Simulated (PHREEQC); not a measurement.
Dissolve 88 mmol/kgw KCl, 0.13 mmol/kgw NiSO4 and 0.29 mmol/kgw NaAlO2 at 35 °C. Closed to the air; pH follows from the charge balance.

The numbers come from PHREEQC with the ion-association model, wateq4f.dat.

No solid was allowed to form.

Question: Order these S species by the share of S that they hold, largest first: SO4-2, KSO4-, NiSO4.

Answer: SO4-2 (78 %), KSO4- (21 %), NiSO4 (0.28 %)

Question: Order these Ni species by the share of Ni that they hold, largest first: NiOH+, NiCl+, NiCl2, NiSO4, Ni+2.

Answer: Ni+2 (90 %), NiCl+ (7.4 %), NiCl2 (1.4 %), NiOH+ (0.62 %), NiSO4 (0.28 %)

The pH is 7.72 and the ionic strength 0.0887 mol/kgw. The solution is supersaturated, for example in Al(OH)3(a), Boehmite (slow to form), so a real one may precipitate; this is no full list. In wateq4f.dat the enthalpy of Ni(OH)2 has the wrong sign, so its saturation index can't be trusted away from 25 °C.
